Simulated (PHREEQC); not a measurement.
Solution (25 °C): 0.12 mol HCl, 0.0017 mol CuSO4 and 0.01 mol MgSO4 per kg of water. Closed to the air; pH follows from the charge balance.

All values are PHREEQC results (ion-association model, phreeqc.dat), not measurements.

Precipitation was switched off in this run.

### Question
What pH, ionic strength, density does the model give?

### Answer
pH 1.04; ionic strength 0.146 mol/kgw; density 1.001 g/cm³.

### Question
In which forms is Mg present?

### Answer
Mg+2 94 %, MgSO4 6.0 % of the Mg.

Complexes and solids missing from the database can't appear.
